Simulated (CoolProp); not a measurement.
Vapour-liquid equilibrium of fluoroethane (R161) (1) + R134a (2) at 0.0441 MPa; x and y are mole fractions of (1).

Computed with CoolProp (multi-fluid Helmholtz-energy mixture model, Wu 2012 and Tillner-Roth 1994; pair parameters Bell 2016).

Question: Give the bubble temperature and the first vapour's composition at x = 0.2, 0.5, 0.95. Is there an azeotrope?

Answer: x = 0.2: -45.0 °C, y = 0.291; x = 0.5: -48.5 °C, y = 0.645; x = 0.95: -53.7 °C, y = 0.976. No azeotrope shows between x = 0.05 and 0.95.

The pair parameters rest on a limited set of measurements; away from them the model extrapolates.
